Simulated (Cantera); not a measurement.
An isothermal, constant-pressure homogeneous reactor starts with H2 : O2 : N2 = 1.6 : 1 : 1.3 (molar parts), equivalence ratio 0.80, at 1348 K and 0.133 bar. Integrator tolerance rtol = 1e-08.

Model: GRI-Mech 3.0 (53 species, 325 reactions), integrated in Cantera. The temperature is held fixed by assumption; the heat of reaction is taken as removed at once.

### Question
What does this change do: temperature 1348 to 823 K?

### Answer
```csv
quantity,before,after
x(H2) at 9.00 s,1.11e-6 (gas-phase equilibrium 1.11e-6),0.237 (gas-phase equilibrium <1e-12)
x(O2) at 9.00 s,0.0645 (gas-phase equilibrium 0.0644),0.175 (gas-phase equilibrium 0.0645)
x(HO2) at 9.00 s,3.29e-8 (gas-phase equilibrium 3.29e-8),1.42e-5 (gas-phase equilibrium 1.69e-11)
x(NO2) at 9.00 s,3.09e-8 (gas-phase equilibrium 3.93e-7),1.39e-8 (gas-phase equilibrium 5.83e-8)
x(H) at 9.00 s,6.71e-9 (gas-phase equilibrium 6.71e-9),4.47e-8 (gas-phase equilibrium <1e-12)
```
Radical loss at walls, strong at low pressure, is not modelled. Below about 950 K walls govern HO2 and H2O2 in real vessels.
